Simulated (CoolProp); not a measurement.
Values from CoolProp's reference Helmholtz-energy equation of state, Lemmon 2005. It is a short technical equation, of lower accuracy than the large ones.

Q: For 1-butene, give the phase and the density (kg/m³), cp (kJ/(kg K)), cv (kJ/(kg K)), Joule-Thomson coefficient (K/MPa) at 292 K and 0.2 MPa; 292 K and 0.356 MPa.

A: 
- 292 K and 0.2 MPa: gas; density 4.92, cp 1.60, cv 1.40, Joule-Thomson coefficient 31.6
- 292 K and 0.356 MPa: liquid; density 596, cp 2.28, cv 1.56, Joule-Thomson coefficient -0.289
